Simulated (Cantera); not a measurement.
Halide evaporation, hydrolysis and transport: MgF2 + H2

Feed: 1 mol MgF2, 0.45 mol H2, equilibrated at 9.60e-6 bar.

These are equilibrium values from Cantera (NASA tables, ideal gas, pure condensed phases), not measurements of a reactor. Candidate condensed phases: Mg, MgF2; 17 gas species. Rates play no part.

From 1125 K to 1325 K the condensed part is MgF2(s). From 1425 K to 2125 K nothing is condensed. The main Mg-bearing gas is Mg at 1125 K and MgF2 at 2125 K.

| T (K) | x H2 | x MgF2 | x HF | x Mg | x MgF | x H | x F | n MgF2(s) |
|---|---|---|---|---|---|---|---|---|
| 1125 | 0.996 | 0.000249 | 0.00226 | 0.00112 | 1.49e-5 | 1.43e-5 | <1e-12 | 0.999 |
| 1225 | 0.967 | 0.00681 | 0.0174 | 0.00855 | 0.000336 | 9.89e-5 | 4.33e-12 | 0.993 |
| 1325 | 0.749 | 0.111 | 0.0914 | 0.0435 | 0.00447 | 0.000457 | 3.67e-10 | 0.910 |
| 1425 | 0.183 | 0.517 | 0.193 | 0.0872 | 0.0189 | 0.000942 | 1.55e-8 | 0 |
| 1525 | 0.120 | 0.432 | 0.287 | 0.130 | 0.0280 | 0.00265 | 2.08e-7 | 0 |
| 1625 | 0.0644 | 0.357 | 0.370 | 0.166 | 0.0369 | 0.00578 | 2.09e-6 | 0 |
| 1725 | 0.0276 | 0.307 | 0.422 | 0.188 | 0.0453 | 0.00996 | 1.71e-5 | 0 |
| 1825 | 0.0101 | 0.283 | 0.444 | 0.195 | 0.0537 | 0.0143 | 0.000119 | 0 |
| 1925 | 0.00355 | 0.271 | 0.450 | 0.194 | 0.0624 | 0.0184 | 0.000697 | 0 |
| 2025 | 0.00131 | 0.264 | 0.448 | 0.190 | 0.0712 | 0.0225 | 0.00349 | 0 |
| 2125 | 0.000531 | 0.252 | 0.439 | 0.187 | 0.0795 | 0.0270 | 0.0148 | 0 |
x: gas mole fraction; n: condensed amount in mol.
